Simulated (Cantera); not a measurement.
Feed: 1 mol AlN, 0.5 mol H2O, 14 mol H2, 0.63 mol Cl2, at 0.0180 bar.

Equilibrium computed with Cantera from the NASA thermochemical tables; the gas is ideal and each condensed phase is pure. Candidate condensed phases: Al, AlCl3, AlN, Al2O3, H2O, NH4Cl; 45 gas species. The tables' values for AlCl2 are old estimates; treat these amounts as uncertain. Kinetics and transport are ignored. All values below are at 1800 K.

Base state: H2 0.890, AlCl 0.0395, HCl 0.0345, N2 0.0313, H 0.00252, AlCl2 0.00198, AlCl3 0.000304, Cl 7.48e-5 (mole fractions); condensed: Al2O3(s).

What changes in the equilibrium state with this change: Cl2 from 0.63 to 5.2 mol?


```csv
species,before,after
H2,0.890,0.500
HCl,0.0345,0.438
N2,0.0313,0.0248
AlCl,0.0395,0.00823
AlCl3,0.000304,0.0182
Al,3.53e-5,4.35e-7
Cl,7.48e-5,0.00127
H2O,4.55e-5,0.000479
"Al2O3(s), mol",0.166,0.163
```
